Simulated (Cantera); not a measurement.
Cantera run:

```python
import numpy as np
import cantera as ct

gas_names = [...]  # 110 gases of nasa_gas.yaml made of C, H, O
cond_names = """
    C(gr) C6H6(L) C7H8(L) C8H18(L),n-octa H2O(s) H2O(L)
""".split()


# ... load() reads the species with a 1 bar reference pressure and builds the phases ...
atoms = {
    'C': {'C': 1},
    'H2O': {'H': 2, 'O': 1},
    'H2': {'H': 2},
}
top_T = {'C(gr)': 4500}  # K; cautious upper limits of use, not melting points


# ... equilibrate(T, P, feed) seeds the gas with the atoms and calls Mixture.equilibrate('TP', solver="vcs", rtol=1e-11, max_steps=5000) ...
results = []
feed = {'C': 1, 'H2O': 0.21, 'H2': 3.6}  # mol
for P in [10, 56, 320, 1800, 10000, 56000, 320000, 1800000, 10000000]:
    for T in [2148, 2198, 2248, 2298, 2348, 2398, 2448, 2498, 2548, 2598, 2648, 2698, 2748]:
        mix = equilibrate(T, P, feed)
        results.append((T, P, feed, dict(zip(mix.species_names, mix.species_moles))))

for T, P, feed, n in results:
    print(f"{T:7g} {P:10.4g}  " + (" + ".join(c for c in cond_names if n.get(c, 0) > 1e-12) or "gas only"))
```

It prints:

```
   2148         10  C(gr)
   2198         10  C(gr)
   2248         10  C(gr)
   2298         10  C(gr)
   2348         10  C(gr)
   2398         10  C(gr)
   2448         10  C(gr)
   2498         10  C(gr)
   2548         10  C(gr)
   2598         10  C(gr)
   2648         10  gas only
   2698         10  gas only
   2748         10  gas only
   2148         56  C(gr)
   2198         56  C(gr)
   2248         56  C(gr)
   2298         56  C(gr)
   2348         56  C(gr)
   2398         56  C(gr)
   2448         56  C(gr)
   2498         56  C(gr)
   2548         56  C(gr)
   2598         56  C(gr)
   2648         56  C(gr)
   2698         56  C(gr)
   2748         56  gas only
   2148        320  C(gr)
   2198        320  C(gr)
   2248        320  C(gr)
   2298        320  C(gr)
   2348        320  C(gr)
   2398        320  C(gr)
   2448        320  C(gr)
   2498        320  C(gr)
   2548        320  C(gr)
   2598        320  C(gr)
   2648        320  C(gr)
   2698        320  C(gr)
   2748        320  C(gr)
   2148       1800  C(gr)
   2198       1800  C(gr)
   2248       1800  C(gr)
   2298       1800  C(gr)
   2348       1800  C(gr)
   2398       1800  C(gr)
   2448       1800  C(gr)
   2498       1800  C(gr)
   2548       1800  C(gr)
   2598       1800  C(gr)
   2648       1800  C(gr)
   2698       1800  C(gr)
   2748       1800  C(gr)
   2148      1e+04  C(gr)
   2198      1e+04  C(gr)
   2248      1e+04  C(gr)
   2298      1e+04  C(gr)
   2348      1e+04  C(gr)
   2398      1e+04  C(gr)
   2448      1e+04  C(gr)
   2498      1e+04  C(gr)
   2548      1e+04  C(gr)
   2598      1e+04  C(gr)
   2648      1e+04  C(gr)
   2698      1e+04  C(gr)
   2748      1e+04  C(gr)
   2148    5.6e+04  C(gr)
   2198    5.6e+04  C(gr)
   2248    5.6e+04  C(gr)
   2298    5.6e+04  C(gr)
   2348    5.6e+04  C(gr)
   2398    5.6e+04  C(gr)
   2448    5.6e+04  C(gr)
   2498    5.6e+04  C(gr)
   2548    5.6e+04  C(gr)
   2598    5.6e+04  C(gr)
   2648    5.6e+04  C(gr)
   2698    5.6e+04  C(gr)
   2748    5.6e+04  C(gr)
   2148    3.2e+05  C(gr)
   2198    3.2e+05  C(gr)
   2248    3.2e+05  C(gr)
   2298    3.2e+05  C(gr)
   2348    3.2e+05  C(gr)
   2398    3.2e+05  C(gr)
   2448    3.2e+05  C(gr)
   2498    3.2e+05  C(gr)
   2548    3.2e+05  C(gr)
   2598    3.2e+05  C(gr)
   2648    3.2e+05  C(gr)
   2698    3.2e+05  C(gr)
   2748    3.2e+05  C(gr)
   2148    1.8e+06  C(gr)
   2198    1.8e+06  C(gr)
   2248    1.8e+06  C(gr)
   2298    1.8e+06  C(gr)
   2348    1.8e+06  C(gr)
   2398    1.8e+06  C(gr)
   2448    1.8e+06  C(gr)
   2498    1.8e+06  C(gr)
   2548    1.8e+06  C(gr)
   2598    1.8e+06  C(gr)
   2648    1.8e+06  C(gr)
   2698    1.8e+06  C(gr)
   2748    1.8e+06  C(gr)
   2148      1e+07  C(gr)
   2198      1e+07  C(gr)
   2248      1e+07  C(gr)
   2298      1e+07  C(gr)
   2348      1e+07  C(gr)
   2398      1e+07  C(gr)
   2448      1e+07  C(gr)
   2498      1e+07  C(gr)
   2548      1e+07  C(gr)
   2598      1e+07  C(gr)
   2648      1e+07  C(gr)
   2698      1e+07  C(gr)
   2748      1e+07  C(gr)
```

Equilibrium computed with Cantera from the NASA thermochemical tables; the gas is ideal and each condensed phase is pure. The ideal-gas law is rough above about 30 bar.
